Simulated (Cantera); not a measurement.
## Al(CH₃)₃ + NH₃ + H₂ (aluminium nitride and oxide growth)

A closed system holds: 1 mol Al(CH₃)₃, 280 mol NH₃, 13 mol H₂, held at 0.0220 bar.

Method: chemical equilibrium by Gibbs-energy minimisation in Cantera with the NASA 1993 tables (ideal gas, pure condensed phases). Candidate condensed phases: Al, AlN, C, C₆H₆, C₇H₈, C₈H₁₈; 97 gas species. The feed counts by its element totals alone. Rates play no part.

```json
[
 {"T (°C)": "400", "x H₂": "0.752", "x N₂": "0.243", "x H": "<1e-12", "x CH₄": "0.00523", "x HCN": "2.47e-11", "x Al": "<1e-12", "x HNC": "<1e-12", "x C₂H₂ (acetylene)": "<1e-12", "n AlN(s)": "1.00", "n C(graphite)": "0"},
 {"T (°C)": "600", "x H₂": "0.752", "x N₂": "0.243", "x H": "2.73e-10", "x CH₄": "0.00523", "x HCN": "2.01e-7", "x Al": "<1e-12", "x HNC": "1.03e-10", "x C₂H₂ (acetylene)": "1.46e-11", "n AlN(s)": "1.00", "n C(graphite)": "0"},
 {"T (°C)": "800", "x H₂": "0.758", "x N₂": "0.242", "x H": "8.22e-8", "x CH₄": "0.000580", "x HCN": "6.60e-6", "x Al": "<1e-12", "x HNC": "1.60e-8", "x C₂H₂ (acetylene)": "5.44e-9", "n AlN(s)": "1.00", "n C(graphite)": "2.66"},
 {"T (°C)": "1000", "x H₂": "0.758", "x N₂": "0.242", "x H": "4.19e-6", "x CH₄": "0.000119", "x HCN": "6.83e-5", "x Al": "4.18e-12", "x HNC": "4.84e-7", "x C₂H₂ (acetylene)": "2.82e-7", "n AlN(s)": "1.00", "n C(graphite)": "2.89"},
 {"T (°C)": "1200", "x H₂": "0.758", "x N₂": "0.242", "x H": "7.43e-5", "x CH₄": "3.71e-5", "x HCN": "0.000373", "x Al": "1.51e-8", "x HNC": "5.75e-6", "x C₂H₂ (acetylene)": "4.93e-6", "n AlN(s)": "1.000", "n C(graphite)": "2.75"},
 {"T (°C)": "1400", "x H₂": "0.757", "x N₂": "0.241", "x H": "0.000668", "x CH₄": "1.53e-5", "x HCN": "0.00135", "x Al": "7.53e-6", "x HNC": "3.76e-5", "x C₂H₂ (acetylene)": "4.31e-5", "n AlN(s)": "0.995", "n C(graphite)": "2.14"},
 {"T (°C)": "1600", "x H₂": "0.752", "x N₂": "0.240", "x H": "0.00377", "x CH₄": "7.58e-6", "x HCN": "0.00367", "x Al": "0.000978", "x HNC": "0.000163", "x C₂H₂ (acetylene)": "0.000235", "n AlN(s)": "0.406", "n C(graphite)": "0.506"},
 {"T (°C)": "1800", "x H₂": "0.740", "x N₂": "0.238", "x H": "0.0153", "x CH₄": "2.26e-6", "x HCN": "0.00435", "x Al": "0.00166", "x HNC": "0.000281", "x C₂H₂ (acetylene)": "0.000257", "n AlN(s)": "0", "n C(graphite)": "0"},
 {"T (°C)": "2000", "x H₂": "0.712", "x N₂": "0.234", "x H": "0.0478", "x CH₄": "6.94e-7", "x HCN": "0.00426", "x Al": "0.00165", "x HNC": "0.000374", "x C₂H₂ (acetylene)": "0.000204", "n AlN(s)": "0", "n C(graphite)": "0"}
]
```
x: gas mole fraction; n: condensed amount in mol.

From 400 °C to 600 °C the condensed part is AlN(s). From 800 °C to 1600 °C the condensed part is AlN(s) + C(graphite). From 1800 °C to 2000 °C nothing is condensed.
